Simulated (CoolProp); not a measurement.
Saturation properties of fluorine (Tc = 144.4 K, pc = 52.40 bar, ω = 0.045).

Computed with CoolProp (reference Helmholtz-energy equation of state, de Reuck 1990).

```json
[
 {"T (K)": "94.9", "p (bar)": "2.764", "liquid density (kg/m³)": "1430", "vapour density (kg/m³)": "14.29", "enthalpy of vaporisation (kJ/kg)": "164.3", "liquid cp (kJ/(kg K))": "1.554", "surface tension (mN/m)": "10.8"},
 {"T (K)": "98", "p (bar)": "3.624", "liquid density (kg/m³)": "1406", "vapour density (kg/m³)": "18.40", "enthalpy of vaporisation (kJ/kg)": "160.8", "liquid cp (kJ/(kg K))": "1.572", "surface tension (mN/m)": "9.98"},
 {"T (K)": "101.1", "p (bar)": "4.668", "liquid density (kg/m³)": "1381", "vapour density (kg/m³)": "23.35", "enthalpy of vaporisation (kJ/kg)": "157.0", "liquid cp (kJ/(kg K))": "1.593", "surface tension (mN/m)": "9.18"},
 {"T (K)": "104.2", "p (bar)": "5.919", "liquid density (kg/m³)": "1356", "vapour density (kg/m³)": "29.26", "enthalpy of vaporisation (kJ/kg)": "153.0", "liquid cp (kJ/(kg K))": "1.619", "surface tension (mN/m)": "8.38"},
 {"T (K)": "107.3", "p (bar)": "7.398", "liquid density (kg/m³)": "1329", "vapour density (kg/m³)": "36.25", "enthalpy of vaporisation (kJ/kg)": "148.8", "liquid cp (kJ/(kg K))": "1.648", "surface tension (mN/m)": "7.60"},
 {"T (K)": "110.4", "p (bar)": "9.130", "liquid density (kg/m³)": "1302", "vapour density (kg/m³)": "44.48", "enthalpy of vaporisation (kJ/kg)": "144.2", "liquid cp (kJ/(kg K))": "1.684", "surface tension (mN/m)": "6.84"},
 {"T (K)": "113.5", "p (bar)": "11.14", "liquid density (kg/m³)": "1273", "vapour density (kg/m³)": "54.13", "enthalpy of vaporisation (kJ/kg)": "139.3", "liquid cp (kJ/(kg K))": "1.727", "surface tension (mN/m)": "6.09"},
 {"T (K)": "116.6", "p (bar)": "13.44", "liquid density (kg/m³)": "1243", "vapour density (kg/m³)": "65.46", "enthalpy of vaporisation (kJ/kg)": "134.0", "liquid cp (kJ/(kg K))": "1.781", "surface tension (mN/m)": "5.35"},
 {"T (K)": "119.7", "p (bar)": "16.07", "liquid density (kg/m³)": "1211", "vapour density (kg/m³)": "78.76", "enthalpy of vaporisation (kJ/kg)": "128.3", "liquid cp (kJ/(kg K))": "1.850", "surface tension (mN/m)": "4.63"},
 {"T (K)": "122.8", "p (bar)": "19.05", "liquid density (kg/m³)": "1176", "vapour density (kg/m³)": "94.44", "enthalpy of vaporisation (kJ/kg)": "122.0", "liquid cp (kJ/(kg K))": "1.939", "surface tension (mN/m)": "3.94"},
 {"T (K)": "125.9", "p (bar)": "22.40", "liquid density (kg/m³)": "1139", "vapour density (kg/m³)": "113.1", "enthalpy of vaporisation (kJ/kg)": "115.0", "liquid cp (kJ/(kg K))": "2.061", "surface tension (mN/m)": "3.26"},
 {"T (K)": "128.9", "p (bar)": "26.04", "liquid density (kg/m³)": "1100", "vapour density (kg/m³)": "134.7", "enthalpy of vaporisation (kJ/kg)": "107.4", "liquid cp (kJ/(kg K))": "2.226", "surface tension (mN/m)": "2.63"},
 {"T (K)": "132", "p (bar)": "30.23", "liquid density (kg/m³)": "1055", "vapour density (kg/m³)": "162.0", "enthalpy of vaporisation (kJ/kg)": "98.39", "liquid cp (kJ/(kg K))": "2.483", "surface tension (mN/m)": "2.00"},
 {"T (K)": "135.1", "p (bar)": "34.90", "liquid density (kg/m³)": "1002", "vapour density (kg/m³)": "196.4", "enthalpy of vaporisation (kJ/kg)": "87.74", "liquid cp (kJ/(kg K))": "2.912", "surface tension (mN/m)": "1.41"}
]
```

It boils at 85.0 K under 1 atm.

Surface tension comes from a separate correlation (Mulero 2012).
